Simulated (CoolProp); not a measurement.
Sulfur hexafluoride along the isotherm 228.6 K: fugacity coefficient from the reference equation and from simpler models built on Tc = 318.7 K, pc = 3.755 MPa, ω = 0.210; each cubic takes its own stable root.

Computed with CoolProp (reference Helmholtz-energy equation of state, Guder 2009).

```csv
p (MPa),phase,reference
0.0178,gas,0.9954
0.0338,gas,0.9912
0.064,gas,0.9833
0.121,gas,0.9684
0.23,gas,0.9398
0.436,liquid,0.6086
0.827,liquid,0.3262
1.57,liquid,0.1773
2.97,liquid,0.09939
```

How far does each simpler model (Redlich-Kwong, Soave-Redlich-Kwong, Peng-Robinson) lie from the reference over these 9 states: mean and median of the absolute difference, and the worst?


- Redlich-Kwong: mean 17.2 %, median 0.8 %, worst +38.9 % at 228.6 K and 2.97 MPa
- Soave-Redlich-Kwong: mean 1.2 %, median 0.4 %, worst +2.8 % at 228.6 K and 2.97 MPa
- Peng-Robinson: mean 0.5 %, median 0.1 %, worst +1.3 % at 228.6 K and 0.436 MPa
